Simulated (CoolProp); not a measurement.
Vapour-liquid equilibrium of n-pentane (1) + cyclohexane (2) at 395.6 K; x and y are mole fractions of (1).

Computed with CoolProp (multi-fluid Helmholtz-energy mixture model, Thol 2019 and Zhou 2014; pair parameters Bell 2016).

```tsv
x	bubble pressure, mixture model (MPa)	bubble pressure, Raoult's law (MPa)	y, mixture model	y, Raoult's law
0.05	0.3402	0.3377	0.138	0.141
0.125	0.3910	0.3862	0.297	0.308
0.2	0.4405	0.4348	0.418	0.438
0.275	0.4888	0.4834	0.515	0.542
0.35	0.5364	0.5320	0.595	0.627
0.425	0.5834	0.5806	0.663	0.698
0.5	0.6301	0.6292	0.722	0.757
0.575	0.6768	0.6777	0.774	0.809
0.65	0.7237	0.7263	0.821	0.853
0.725	0.7711	0.7749	0.864	0.892
0.8	0.8193	0.8235	0.904	0.926
0.875	0.8684	0.8721	0.941	0.956
0.95	0.9187	0.9207	0.977	0.983
```

The largest gap from Raoult's law is +1.3 % in bubble pressure, at x = 0.2. No azeotrope shows between x = 0.05 and 0.95.

The pair parameters rest on a limited set of measurements; away from them the model extrapolates. The gap from Raoult's law changes sign with composition, which may be real or a fault of the pair parameters; it wasn't checked against measurements.
